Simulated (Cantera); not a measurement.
A closed system holds: 1 mol AlN, 15 mol O2, 79 mol N2, 35 mol HCl, equilibrated at 900 °C and 0.430 bar.

Method: chemical equilibrium by Gibbs-energy minimisation in Cantera with the NASA 1993 tables (ideal gas, pure condensed phases). Candidate condensed phases: Al, AlCl3, AlN, Al2O3, H2O, NH4Cl; 45 gas species. Kinetics and transport are ignored.

Base state: N2 0.627, HCl 0.210, O2 0.0960, H2O 0.0329, Cl2 0.0324, Cl 0.000972, NO 9.55e-5 (mole fractions); condensed: Al2O3(s).

**Question.** What changes in the equilibrium state with this change: AlN replaced by Si3N4?

**Answer.** 
| species | before | after |
|---|---|---|
| N2 | 0.627 | 0.643 |
| HCl | 0.210 | 0.214 |
| O2 | 0.0960 | 0.0792 |
| Cl2 | 0.0324 | 0.0314 |
| H2O | 0.0329 | 0.0319 |
| NO | 9.55e-5 | 8.78e-5 |
| Cl | 0.000972 | 0.000957 |
| Al2O3(s), mol | 0.500 | 0 |
| SiO2(β-quartz), mol | 0 | 3.00 |
The tables hold silica as quartz up to 1696 K and as liquid above; real silica turns to tridymite and cristobalite and melts near 1996 K. Further candidate phases: Si, SiO2, Si2N2O, Si3N4.
